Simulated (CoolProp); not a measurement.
Properties of nitrous oxide along the isobar 1.01 bar (Tc = 309.5 K, pc = 72.45 bar, ω = 0.161).

Computed with CoolProp (reference Helmholtz-energy equation of state, Lemmon 2006). It is a short technical equation, of lower accuracy than the large ones.

```json
[
 {"T (K)": "267", "phase": "gas", "cp (kJ/(kg K))": "0.8526", "cv (kJ/(kg K))": "0.6574", "expansivity (1/kK)": "3.836", "fugacity coefficient": "0.9923"},
 {"T (K)": "276.9", "phase": "gas", "cp (kJ/(kg K))": "0.8624", "cv (kJ/(kg K))": "0.6679", "expansivity (1/kK)": "3.690", "fugacity coefficient": "0.9932"},
 {"T (K)": "286.8", "phase": "gas", "cp (kJ/(kg K))": "0.8721", "cv (kJ/(kg K))": "0.6782", "expansivity (1/kK)": "3.555", "fugacity coefficient": "0.9939"},
 {"T (K)": "296.7", "phase": "gas", "cp (kJ/(kg K))": "0.8817", "cv (kJ/(kg K))": "0.6883", "expansivity (1/kK)": "3.430", "fugacity coefficient": "0.9945"},
 {"T (K)": "306.6", "phase": "gas", "cp (kJ/(kg K))": "0.8911", "cv (kJ/(kg K))": "0.6981", "expansivity (1/kK)": "3.314", "fugacity coefficient": "0.9950"},
 {"T (K)": "316.5", "phase": "gas", "cp (kJ/(kg K))": "0.9004", "cv (kJ/(kg K))": "0.7077", "expansivity (1/kK)": "3.205", "fugacity coefficient": "0.9955"},
 {"T (K)": "326.4", "phase": "gas", "cp (kJ/(kg K))": "0.9094", "cv (kJ/(kg K))": "0.7171", "expansivity (1/kK)": "3.104", "fugacity coefficient": "0.9959"},
 {"T (K)": "336.3", "phase": "gas", "cp (kJ/(kg K))": "0.9183", "cv (kJ/(kg K))": "0.7262", "expansivity (1/kK)": "3.010", "fugacity coefficient": "0.9963"},
 {"T (K)": "346.2", "phase": "gas", "cp (kJ/(kg K))": "0.9271", "cv (kJ/(kg K))": "0.7352", "expansivity (1/kK)": "2.921", "fugacity coefficient": "0.9966"},
 {"T (K)": "356.1", "phase": "gas", "cp (kJ/(kg K))": "0.9356", "cv (kJ/(kg K))": "0.7440", "expansivity (1/kK)": "2.837", "fugacity coefficient": "0.9969"}
]
```
